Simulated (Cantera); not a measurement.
A perfectly stirred reactor is fed with C₂H₆ : O₂ : N₂ : CO₂ = 1 : 3.5 : 13.2 : 5.1 (molar parts), at 2250 Torr; it is adiabatic with a 350 K inlet, and is followed from long to short residence time, starting on the burning branch (τ in s: 0.21, 0.086, 0.035, 0.014, 0.0057, 0.0023, 0.00093, 0.00038, 0.00015, 6.2e-05, 2.5e-05).

Model: GRI-Mech 3.0 (53 species, 325 reactions), integrated in Cantera.

### Question
What does this change do: 0.31 parts H2 added?

### Answer
```
quantity                                                                        before                                 after
------------------------------------------------  ------------------------------------  ------------------------------------
blow-out, bracketed by the residence times tried  burning at 0.930 ms, out at 0.380 ms  burning at 0.380 ms, out at 0.150 ms
x(C₂H₆) at τ = 0.210 s                                                         5.17e-7                               5.14e-7
x(O₂) at τ = 0.210 s                                                           0.00314                               0.00105
x(CO₂) at τ = 0.210 s                                                            0.298                                 0.287
x(NO) at τ = 0.210 s                                                           3.88e-5                               4.53e-5
x(CH₂) at τ = 0.210 s                                                          2.96e-8                               3.84e-8
x(C₂H₆) at τ = 2.30 ms                                                         1.85e-5                               1.69e-5
x(O₂) at τ = 2.30 ms                                                            0.0111                               0.00790
x(CO₂) at τ = 2.30 ms                                                            0.281                                 0.272
x(NO) at τ = 2.30 ms                                                           2.14e-5                               2.99e-5
x(CH₂) at τ = 2.30 ms                                                          1.09e-6                               1.23e-6
```
